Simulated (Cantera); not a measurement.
Feed: 1 mol CuO, 0.94 mol F2, 0.39 mol H2, equilibrated at 0.0278 Torr.

Equilibrium computed with Cantera from the NASA thermochemical tables; the gas is ideal and each condensed phase is pure. Candidate condensed phases: Cu, CuF2, CuO, Cu(OH)2, Cu2O, H2O; 27 gas species. Kinetics and transport are ignored.

### Question
At 1177 °C, list the 4 most abundant gas species with their mole fractions, and the condensed phases.

### Answer
CuF 0.398, HF 0.340, O2 0.218, CuF2 0.0382. Condensed: gas only.
